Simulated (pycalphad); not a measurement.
CALPHAD calculation (pycalphad, COST 507 light-alloy database (1999)), 1 atm. The database dates from 1999; later assessments differ in places, in temperatures and in the compounds included. Amounts are mole fractions of atoms. Kinetics are ignored, which matters at the lower temperatures.

Question: Give the equilibrium state of Mg-0.8171Si-2.985Al (wt.%) at 550 K.

Answer: 
```
T = 550.00 K, P = 101325 Pa, N = 1 mol of atoms
G = -20815 J/mol, H = 6401 J/mol, S = 49.48 J/(mol K)  (SER reference)
chemical potentials (J/mol): Mg -20277, Si -72283, Al -26519
phase             fraction      x(Mg)      x(Si)      x(Al)
HCP_A3              0.9787     0.9724   2.25e-09     0.0276
MG2SI               0.0213     0.6667     0.3333       none
```

Question: Give the equilibrium state of Mg-0.8171Si-2.985Al (wt.%) at 400 K.

Answer: hcp, fraction 0.943, with <0.01 Si, 1.5 Al wt.%; ALMG_GAMMA, fraction 0.035, with no Si, 44.0 Al wt.%; MG2SI, fraction 0.021, with 36.6 Si, no Al wt.%.

Database names, with the compositions (at.%) that they take in these runs: MG2SI: Mg 67 Si 33; ALMG_GAMMA: Mg 59 Al 41. HCP_A3 is hcp. An entry "none" or "no" means that the model of the phase leaves that element out.
